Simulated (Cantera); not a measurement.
What does this Cantera script print?

```python
import numpy as np
import cantera as ct

gas = ct.Solution("gri30.yaml")
gas.TPX = 573, 200000, {'CH4': 1, 'O2': 4.76, 'N2': 17.9, 'H2O': 1.4}
inlet = ct.Reservoir(gas, clone=True)
gas.equilibrate("HP")  # start burning
reactor = ct.IdealGasConstPressureReactor(gas, energy="on", clone=False)
exhaust = ct.Reservoir(gas, clone=True)
tau = [0.14, 0.06, 0.026, 0.012, 0.0051, 0.0022, 0.00098, 0.00043, 0.00019, 8.4e-05][0]
for a, b in ((inlet, reactor), (reactor, exhaust)):
    ct.MassFlowController(a, b, mdot=lambda t: reactor.mass / tau)
net = ct.ReactorNet([reactor])
show = ['CH4', 'O2', 'H2O', 'C2H4', 'CO', 'C2H', 'HCO']

rows = []
print(f"{'tau/s':>10s}{'T/K':>9s}" + "".join(f"{s:>11s}" for s in show))
for tau in [0.14, 0.06, 0.026, 0.012, 0.0051, 0.0022, 0.00098, 0.00043, 0.00019, 8.4e-05]:
    net.initial_time = 0.0
    net.advance(30 * tau)
    before = gas.X
    net.advance(40 * tau)
    drift = np.max(np.abs(gas.X - before) / (gas.X + 1e-9))
    rows.append([gas.T, *gas[show].X, drift])
    print(f"{tau:10.3e}{gas.T:9.1f}" + "".join(f"{x:11.3e}" for x in gas[show].X))
```

Result:

```
     tau/s      T/K        CH4         O2        H2O       C2H4         CO        C2H        HCO
 1.400e-01   1483.4  2.163e-05  1.102e-01  1.355e-01  3.629e-08  2.008e-04  5.970e-13  3.685e-09
 6.000e-02   1481.2  3.852e-05  1.103e-01  1.354e-01  8.471e-08  3.721e-04  1.371e-12  8.700e-09
 2.600e-02   1477.5  6.906e-05  1.105e-01  1.352e-01  1.894e-07  6.916e-04  2.883e-12  2.055e-08
 1.200e-02   1471.2  1.216e-04  1.109e-01  1.350e-01  3.975e-07  1.249e-03  5.355e-12  4.592e-08
 5.100e-03   1457.3  2.442e-04  1.117e-01  1.345e-01  9.838e-07  2.522e-03  9.996e-12  1.130e-07
 2.200e-03   1408.3  7.723e-04  1.151e-01  1.327e-01  6.141e-06  6.980e-03  1.968e-11  2.899e-07
 9.800e-04    573.0  3.990e-02  1.899e-01  5.587e-02  1.420e-19  7.963e-18  9.581e-48  5.208e-33
 4.300e-04    573.0  3.990e-02  1.899e-01  5.587e-02  6.372e-22  3.572e-20  1.228e-48  2.565e-35
 1.900e-04    573.0  3.990e-02  1.899e-01  5.587e-02  4.025e-23  2.257e-21  1.017e-50  2.200e-36
 8.400e-05    573.0  3.990e-02  1.899e-01  5.587e-02  2.542e-24  1.425e-22  3.319e-52  2.471e-37
```

Model: GRI-Mech 3.0 (53 species, 325 reactions), integrated in Cantera.
